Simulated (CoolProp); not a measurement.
Vapour-liquid equilibrium of methanol (1) + isohexane (2) at 412.7 K; x and y are mole fractions of (1).

The numbers come from the multi-fluid Helmholtz-energy mixture model, de Reuck 1993 and Lemmon 2006; pair parameters Bell 2016 in CoolProp.

```
x     bubble pressure (kPa)  y at the bubble point  dew pressure at overall composition x (kPa)  liquid density (mol/L)
----  ---------------------  ---------------------  -------------------------------------------  ----------------------
0.05                    ___                  0.169                                        777.8                   6.285
0.15                   1097                  0.347                                        868.9                   6.727
0.25                   1226                  0.442                                        976.3                   7.270
0.35                   1302                    ___                                         1101                   7.949
0.45                   1346                  0.550                                         1236                   8.810
0.55                   1367                  0.589                                         1346                     ___
0.65                   1369                  0.630                                         1364                   11.33
0.75                   1350                    ___                                         1299                   13.15
0.85                   1293                  0.757                                          ___                   15.53
0.95                   1173                  0.891                                         1120                   18.68
```

Task: What belongs in the gaps?

Result: 
- 0.05, bubble pressure (kPa): 888.2
- 0.35, y at the bubble point: 0.504
- 0.55, liquid density (mol/L): 9.912
- 0.75, y at the bubble point: 0.680
- 0.85, dew pressure at overall composition x (kPa): 1210

y crosses x between x = 0.55 and 0.65: the model has an azeotrope there.

Pair parameters are fitted to limited data, so mixtures are less certain than the pure fluids. With so large a gap from Raoult's law the liquid may split in two, which this calculation doesn't test in full.
